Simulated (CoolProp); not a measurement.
A closed Brayton cycle with carbon dioxide: compressor inlet 313.15 K and 9.7 MPa, high pressure 27.7 MPa, turbine inlet 770 K, compressor efficiency 0.89, turbine efficiency 0.93, recuperator effectiveness 0.9 (on enthalpy, no pinch check). Each further row changes one setting.

Computed with CoolProp (reference Helmholtz-energy equation of state, Span 1996).

```csv
case,thermal efficiency (%),net work (kJ/kg),compressor to turbine work,compressor exit (K),turbine exit (K)
as stated,35.2,101,0.23,350.2,645.3
turbine inlet 720 K,33.4,91.1,0.25,350.2,599.9
compressor inlet 323.15 K,[?],87.7,[?],392.6,645.3
high pressure 23.5 MPa,33.4,88.8,[?],343.7,664.4
recuperator effectiveness 0.5,23.4,101,0.23,350.2,645.3
```

Q: Some entries are withheld; supply them.

A: 
- compressor inlet 323.15 K, thermal efficiency (%): 34.0
- compressor inlet 323.15 K, compressor to turbine work: 0.33
- high pressure 23.5 MPa, compressor to turbine work: 0.21
